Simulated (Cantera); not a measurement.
A freely propagating, adiabatic, planar premixed flame of H₂ : O₂ : N₂ : H₂O = 1 : 0.263 : 1.11 : 0.097 (molar parts), equivalence ratio 1.9, unburnt at 325 K and 0.820 bar; mixture-averaged transport, grid criteria slope 0.08 and curve 0.16, no radiation.

Detailed kinetics in Cantera: the H2/O2 subset of GRI-Mech 3.0, which has no nitrogen chemistry. Burning velocities carry a grid error of a few per cent, more on coarse grids.

Predict: laminar burning velocity; thermal thickness; peak x(HO₂); peak x(O); peak x(H₂O₂).


```
Quantity                     Value
------------------------  --------
laminar burning velocity  280 cm/s
thermal thickness         0.415 mm
peak x(HO₂)               0.000432
peak x(O)                  0.00249
peak x(H₂O₂)               9.00e-5
```
